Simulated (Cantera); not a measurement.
Thermodynamics of silicon nitride deposition, feed SiCl4 + N2

Feed: 1 mol SiCl4, 2.9 mol N2, equilibrated at 950 K and 1330 Pa.

These are equilibrium values from Cantera (NASA tables, ideal gas, pure condensed phases), not measurements of a reactor. Candidate condensed phases: Si, Si3N4; 13 gas species. The numbers say what is thermodynamically allowed, not how fast it happens.

The x(N2) comes out as 0.744 and the x(SiCl4) is 0.256. The gas amount is 3.900 mol and the log10 activity of Si(s) (absent) comes out as -14.42.
